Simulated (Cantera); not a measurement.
An adiabatic, constant-volume homogeneous reactor starts with H2 : O2 : N2 : H2O = 1 : 1.35 : 5.08 : 0.2 (molar parts), equivalence ratio 0.37, at 1350 K and 1.00 bar.

Computed with Cantera and GRI-Mech 3.0 (53 species, 325 reactions).

One state of this run: T (K) = 2400; P (bar) = 1.67; x H2 = 0.00132; x O2 = 0.115; x H2O = 0.161; x N2O = 8.13e-7; x OH = 0.0101. x: mole fraction; the columns are a selection and need not sum to one.

Problem. Which value of t (s) does it belong to?
A. 0.00118
B. 5.79e-6
C. 1.68e-5
D. 4.85e-5

Solution. A, 0.00118
